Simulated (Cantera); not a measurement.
# Equilibrium for silicon epitaxy and polysilicon growth: Si3H8 + N2

Charge: 1 mol Si3H8, 3.8 mol N2, held at 1650 K and 1000 Pa.

These are equilibrium values from Cantera (NASA tables, ideal gas, pure condensed phases), not measurements of a reactor. Candidate condensed phases: Si, Si3N4; 18 gas species. The feed counts by its element totals alone. Rates play no part.

x(H2): 0.689
x(N2): 0.310
x(H): 0.000754
x(Si): 9.83e-6
x(SiH2): 2.19e-6
x(SiH): 1.49e-6
n(Si3N4(s)): 1.000 mol
gas amount: 5.802 mol
log10 activity of Si(s) (absent): -0.44
